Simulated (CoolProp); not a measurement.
A closed Brayton cycle with carbon dioxide: compressor inlet 331.15 K and 8.9 MPa, high pressure 21.9 MPa, turbine inlet 975 K, compressor efficiency 0.85, turbine efficiency 0.93, recuperator effectiveness 0.95 (on enthalpy, no pinch check). Each further row changes one setting.

Values from CoolProp's reference Helmholtz-energy equation of state, Span 1996.

```csv
case,thermal efficiency (%),net work (kJ/kg),compressor to turbine work,compressor exit (K),turbine exit (K)
as stated,…,101,0.32,407.0,850.8
turbine inlet 925 K,39.6,92.6,0.34,407.0,805.1
compressor inlet 341.15 K,40.4,…,0.36,422.4,850.8
high pressure 18.6 MPa,39.9,85.1,…,392.9,872.6
recuperator effectiveness 0.5,21.1,101,0.32,407.0,850.8
```

Task: Complete the blanks.

Result: 
- as stated, thermal efficiency (%): 41.2
- compressor inlet 341.15 K, net work (kJ/kg): 95.1
- high pressure 18.6 MPa, compressor to turbine work: 0.30
